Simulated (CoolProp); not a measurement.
Vapour-liquid equilibrium of n-octane (1) + ethylbenzene (2) at 3.21 bar; x and y are mole fractions of (1).

The numbers come from the multi-fluid Helmholtz-energy mixture model, Beckmüller 2019 and Zhou 2012; pair parameters Bell 2016 in CoolProp.

```csv
x,bubble temperature (°C),y at the bubble point,dew temperature at overall composition x (°C),liquid density (mol/L)
0.05,183.9,0.071,184.2,6.569
0.125,182.2,0.168,183.0,6.409
0.2,180.8,0.257,181.7,6.254
0.275,179.5,0.338,180.5,6.105
0.35,178.4,0.414,179.3,5.962
0.425,177.4,0.486,178.2,5.824
0.5,176.5,?,177.2,5.691
0.575,175.7,0.622,176.3,5.564
0.65,?,0.688,175.4,5.441
0.725,?,0.754,?,?
0.8,174.0,0.819,174.1,5.209
0.875,173.5,?,173.6,5.100
0.95,173.2,0.954,173.2,4.994
```

Q: What belongs in the gaps?

A: 
- 0.5, y at the bubble point: 0.555
- 0.65, bubble temperature (°C): 175.1
- 0.725, bubble temperature (°C): 174.5
- 0.725, dew temperature at overall composition x (°C): 174.7
- 0.725, liquid density (mol/L): 5.323
- 0.875, y at the bubble point: 0.886

No azeotrope shows between x = 0.05 and 0.95.

Pair parameters are fitted to limited data, so mixtures are less certain than the pure fluids.
